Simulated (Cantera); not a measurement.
Charge: 1 mol PH₃, 0.23 mol H₂O, equilibrated at 1350 K and 75.0 Torr.

Method: chemical equilibrium by Gibbs-energy minimisation in Cantera with the NASA 1993 tables (ideal gas, pure condensed phases). Candidate condensed phases: H₂O, P, P₄O₁₀; 17 gas species. Gases not in the tables: HPO₂, HPO₃ and P₄O₆. Rates play no part.

Base state: H₂ 0.692, P₂ 0.177, H₂O 0.103, P₄ 0.0260, PO 0.00134, PO₂ 0.000737, PH₃ 3.17e-5 (mole fractions); condensed: gas only.

**Question.** What changes in the equilibrium state with this change: temperature from 1350 K to 2650 K?

**Answer.** 
| species | before | after |
|---|---|---|
| H₂ | 0.692 | 0.622 |
| P₂ | 0.177 | 0.148 |
| H | 6.27e-6 | 0.117 |
| H₂O | 0.103 | 0.00882 |
| PO | 0.00134 | 0.0805 |
| P | 4.17e-7 | 0.0200 |
| P₄ | 0.0260 | 1.38e-6 |
| O | <1e-9 | 4.87e-5 |
| OH | 1.51e-8 | 0.000404 |
| PH | 1.85e-6 | 0.00206 |
| PH₃ | 3.17e-5 | 1.20e-6 |

**Question.** What changes in the equilibrium state with this change: PH₃ replaced by H₂S?

**Answer.** 
| species | before | after |
|---|---|---|
| H₂S | 0 | 0.346 |
| H₂ | 0.692 | 0.331 |
| S₂ | 0 | 0.165 |
| P₂ | 0.177 | 0 |
| P₄ | 0.0260 | 0 |
| H₂O | 0.103 | 0.155 |
| SH | 0 | 0.00195 |
| PO | 0.00134 | 0 |
Further candidate phases: H₂SO₄, S.
